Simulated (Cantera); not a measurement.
An isothermal, constant-pressure homogeneous reactor starts with CH4 : CO2 : H2 = 1 : 0.37 : 0.084 (molar parts), at 1800 K and 49000 Pa.

Detailed kinetics in Cantera: GRI-Mech 3.0 (53 species, 325 reactions). GRI-Mech 3.0 stops at C3 and has no aromatics, soot or wall deposition, so with more carbon than oxygen in the feed, carbon stays in small species such as C2H2 where larger ones or solid carbon would form.

x: mole fraction; the columns are a selection and need not sum to one.

```csv
t (s),x CH4,x CO2,x H2,x O2,x OH,x H,x H2O2
2.00e-5,0.686,0.254,0.0584,<1e-12,…,8.18e-6,<1e-12
6.53e-5,0.681,0.254,0.0610,<1e-12,…,2.08e-5,<1e-12
0.000213,0.646,0.250,0.0839,<1e-12,…,5.47e-5,<1e-12
0.000696,0.497,0.225,0.201,3.47e-12,…,0.000125,<1e-12
0.00227,0.291,0.172,0.368,1.55e-11,…,0.000202,<1e-12
0.00742,0.126,0.0914,0.462,4.96e-11,…,0.000275,<1e-12
0.0242,0.0403,0.0183,0.486,8.90e-11,…,0.000345,1.36e-12
0.0792,0.0198,0.00853,0.529,5.16e-11,…,0.000385,<1e-12
0.258,0.0130,0.00433,0.579,1.03e-11,…,0.000397,<1e-12
0.844,0.00666,0.000714,0.614,<1e-12,…,0.000405,<1e-12
2.76,0.00459,3.76e-6,0.622,<1e-12,…,0.000406,<1e-12
9.00,0.00458,7.91e-8,0.622,<1e-12,3.07e-11,0.000406,<1e-12
```

Question: Fill in the missing entries.

Answer: 
- 2.00e-5, x OH: 4.80e-8
- 6.53e-5, x OH: 1.22e-7
- 0.000213, x OH: 3.27e-7
- 0.000696, x OH: 8.03e-7
- 0.00227, x OH: 1.61e-6
- 0.00742, x OH: 3.50e-6
- 0.0242, x OH: 5.71e-6
- 0.0792, x OH: 4.38e-6
- 0.258, x OH: 1.86e-6
- 0.844, x OH: 2.77e-7
- 2.76, x OH: 1.43e-9
